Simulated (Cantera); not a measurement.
Fe + H₂O (chemical vapour transport)

Charge: 1 mol Fe, 0.035 mol H₂O, held at 0.450 bar.

Method: chemical equilibrium by Gibbs-energy minimisation in Cantera with the NASA 1993 tables (ideal gas, pure condensed phases). Candidate condensed phases: Fe, FeO, Fe(OH)₂, Fe(OH)₃, Fe₂O₃, Fe₃O₄, H₂O; 12 gas species. Mutual solubility and eutectic melting of coexisting phases are not modelled. The tables' stoichiometric FeO is somewhat more stable than real wüstite, so its field is too wide. FeO: taken at fixed stoichiometry. Equilibrium is a limit: real reactors are often held back by kinetics, nucleation or transport.

| T (K) | x H₂ | x H₂O | x H | x Fe(OH)₂ | x Fe | x OH | x FeO | n Fe(α) | n FeO(s) | n Fe(γ) | n Fe(δ) | n FeO(l) |
|---|---|---|---|---|---|---|---|---|---|---|---|---|
| 1148 | 0.800 | 0.200 | 9.55e-8 | 3.72e-8 | 1.77e-11 | 1.43e-10 | <1e-12 | 0.972 | 0.0280 | 0 | 0 | 0 |
| 1198 | 0.784 | 0.216 | 2.51e-7 | 8.86e-8 | 1.03e-10 | 5.47e-10 | <1e-12 | 0 | 0.0274 | 0.973 | 0 | 0 |
| 1248 | 0.768 | 0.232 | 6.10e-7 | 1.96e-7 | 5.18e-10 | 1.88e-9 | <1e-12 | 0 | 0.0269 | 0.973 | 0 | 0 |
| 1298 | 0.754 | 0.246 | 1.39e-6 | 4.07e-7 | 2.29e-9 | 5.86e-9 | 1.09e-12 | 0 | 0.0264 | 0.974 | 0 | 0 |
| 1348 | 0.740 | 0.260 | 2.97e-6 | 7.98e-7 | 9.06e-9 | 1.68e-8 | 6.13e-12 | 0 | 0.0259 | 0.974 | 0 | 0 |
| 1398 | 0.728 | 0.272 | 6.02e-6 | 1.48e-6 | 3.24e-8 | 4.44e-8 | 3.02e-11 | 0 | 0.0255 | 0.975 | 0 | 0 |
| 1448 | 0.716 | 0.284 | 1.16e-5 | 2.64e-6 | 1.06e-7 | 1.10e-7 | 1.33e-10 | 0 | 0.0251 | 0.975 | 0 | 0 |
| 1498 | 0.705 | 0.295 | 2.15e-5 | 4.49e-6 | 3.19e-7 | 2.55e-7 | 5.27e-10 | 0 | 0.0247 | 0.975 | 0 | 0 |
| 1548 | 0.695 | 0.305 | 3.83e-5 | 7.39e-6 | 8.95e-7 | 5.60e-7 | 1.91e-9 | 0 | 0.0243 | 0.976 | 0 | 0 |
| 1598 | 0.686 | 0.314 | 6.57e-5 | 1.17e-5 | 2.35e-6 | 1.17e-6 | 6.36e-9 | 0 | 0.0240 | 0.976 | 0 | 0 |
| 1648 | 0.678 | 0.322 | 0.000109 | 1.81e-5 | 5.80e-6 | 2.33e-6 | 1.96e-8 | 0 | 0.0237 | 0.976 | 0 | 0 |
| 1698 | 0.680 | 0.319 | 0.000178 | 2.50e-5 | 1.35e-5 | 4.29e-6 | 5.37e-8 | 0 | 0 | 0 | 0.976 | 0.0238 |
x: gas mole fraction; n: condensed amount in mol.

At 1148 K the condensed part is Fe(α) + FeO(s). From 1198 K to 1648 K the condensed part is Fe(γ) + FeO(s). At 1698 K the condensed part is Fe(δ) + FeO(l). The main Fe-bearing gas is Fe(OH)₂ throughout.
